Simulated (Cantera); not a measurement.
A closed system holds: 1 mol MgCO3, 2 mol H2S, 3.2 mol CO2, at 1225 K and 0.133 bar.

Method: chemical equilibrium by Gibbs-energy minimisation in Cantera with the NASA 1993 tables (ideal gas, pure condensed phases). Candidate condensed phases: C, C6H6, C7H8, C8H18, H2O, H2SO4, Mg, MgCO3, MgO, Mg(OH)2, MgS, MgSO4, S; 130 gas species. Gases not in the tables: S3 to S7. Equilibrium is a limit: real reactors are often held back by kinetics, nucleation or transport.

Base state: CO2 0.440, H2O 0.165, CO 0.159, S2 0.0957, H2S 0.0851, H2 0.0406, COS 0.0107, SO2 0.00250 (mole fractions); condensed: MgO(s).

Task: What changes in the equilibrium state with this change: H2S from 2 to 0.59 mol?

Result: 
| species | before | after |
|---|---|---|
| CO2 | 0.440 | 0.716 |
| CO | 0.159 | 0.108 |
| H2O | 0.165 | 0.0933 |
| H2S | 0.0851 | 0.0136 |
| H2 | 0.0406 | 0.00960 |
| S2 | 0.0957 | 0.0438 |
| COS | 0.0107 | 0.00489 |
| CS2 | 6.14e-5 | 7.95e-6 |
| SO2 | 0.00250 | 0.00970 |
| SH | 0.000265 | 8.71e-5 |
| MgO(s), mol | 1.00 | 1.00 |

Task: What changes in the equilibrium state with this change: H2S from 2 to 0.65 mol?

Result: 
```json
[
 {"species": "CO2", "before": "0.440", "after": "0.699"},
 {"species": "CO", "before": "0.159", "after": "0.112"},
 {"species": "H2O", "before": "0.165", "after": "0.0994"},
 {"species": "H2S", "before": "0.0851", "after": "0.0161"},
 {"species": "H2", "before": "0.0406", "after": "0.0109"},
 {"species": "COS", "before": "0.0107", "after": "0.00530"},
 {"species": "S2", "before": "0.0957", "after": "0.0476"},
 {"species": "CS2", "before": "6.14e-5", "after": "9.55e-6"},
 {"species": "SO2", "before": "0.00250", "after": "0.00893"},
 {"species": "SH", "before": "0.000265", "after": "9.68e-5"},
 {"species": "SO", "before": "4.45e-5", "after": "7.06e-5"},
 {"species": "MgO(s), mol", "before": "1.00", "after": "1.00"}
]
```
